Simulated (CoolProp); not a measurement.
Aqueous ethylene glycol as a coolant, at -10 °C, 1 atm.

The numbers come from the Melinder's fits for secondary coolants in CoolProp.

```
mass %  freezing point (°C)  viscosity (mPa s)  conductivity (W/(m K))  density (kg/m³)  Prandtl number
------  -------------------  -----------------  ----------------------  ---------------  --------------
29.2                  -14.0               6.34                     [?]              [?]            52.7
34.5                  -18.4               7.54                   0.421             1055            63.1
39.8                  -23.6               8.99                   0.403             1064            75.8
45.1                  -29.6               10.8                   0.386             1072            91.1
50.4                  -36.5               13.0                     [?]             1079             110
```

Task: Complete the blanks.

Result: 
- 29.2, conductivity (W/(m K)): 0.439
- 29.2, density (kg/m³): 1046
- 50.4, conductivity (W/(m K)): 0.370
